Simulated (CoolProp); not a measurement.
Vapour-liquid equilibrium of CH2F2 (R32) (1) + R236EA (2) at 8.83 bar; x and y are mole fractions of (1).

Model: multi-fluid Helmholtz-energy mixture model, Tillner-Roth 1997 and Rui 2013; pair parameters Bell 2016, in CoolProp.

| x | bubble temperature (K) | y at the bubble point | dew temperature at overall composition x (K) | liquid density (mol/L) |
|---|---|---|---|---|
| 0.05 | 341.9 | 0.156 | 346.1 | ___ |
| 0.15 | 330.4 | 0.410 | ___ | 9.368 |
| 0.25 | 320.1 | 0.594 | ___ | 10.21 |
| 0.35 | 311.1 | 0.723 | 333.3 | ___ |
| 0.45 | 303.3 | 0.813 | 328.3 | 12.11 |
| 0.55 | 296.6 | 0.875 | 322.8 | 13.19 |
| 0.65 | 290.8 | 0.920 | 316.4 | 14.39 |
| 0.75 | 285.8 | 0.952 | 308.9 | 15.75 |
| 0.85 | 281.4 | 0.975 | 299.5 | 17.30 |
| 0.95 | 277.5 | 0.993 | 286.1 | 19.10 |

**Question.** Some entries are withheld; supply them.

**Answer.** 
- 0.05, liquid density (mol/L): 8.574
- 0.15, dew temperature at overall composition x (K): 342.1
- 0.25, dew temperature at overall composition x (K): 337.9
- 0.35, liquid density (mol/L): 11.12

No azeotrope shows between x = 0.05 and 0.95.

Pair parameters are fitted to limited data, so mixtures are less certain than the pure fluids.
